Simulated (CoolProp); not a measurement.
Dodecamethylpentasiloxane (MD3M) at several states: fugacity coefficient from the reference equation and from simpler models built on Tc = 354.9 °C, pc = 0.9540 MPa, ω = 0.730; each cubic takes its own stable root.

Model: reference Helmholtz-energy equation of state, Thol 2019, in CoolProp.

| T (°C) | p (MPa) | phase | reference | van der Waals | Redlich-Kwong | Soave-Redlich-Kwong |
|---|---|---|---|---|---|---|
| 170.85 | 1.31 | liquid | 0.01821 | 0.1750 | 0.07871 | 0.01884 |
| 316.65 | 3.73 | liquid | 0.1659 | ___ | 0.2178 | 0.1840 |
| 59.65 | 0.0897 | liquid | 0.001189 | ___ | 0.05235 | 0.001325 |
| 240.65 | 1.22 | liquid | ___ | 0.3226 | 0.2204 | ___ |
| 64.55 | 3.61 | liquid | ___ | ___ | ___ | ___ |
| 314.45 | 0.0274 | gas | 0.9862 | 0.9900 | 0.9882 | 0.9872 |

Problem. Some entries are withheld; supply them.

Solution. 
- 316.65, van der Waals: 0.2802
- 59.65, van der Waals: 0.4178
- 240.65, reference: 0.1092
- 240.65, Soave-Redlich-Kwong: 0.1144
- 64.55, reference: 7.349e-5
- 64.55, van der Waals: 0.03211
- 64.55, Redlich-Kwong: 0.003178
- 64.55, Soave-Redlich-Kwong: 8.869e-5
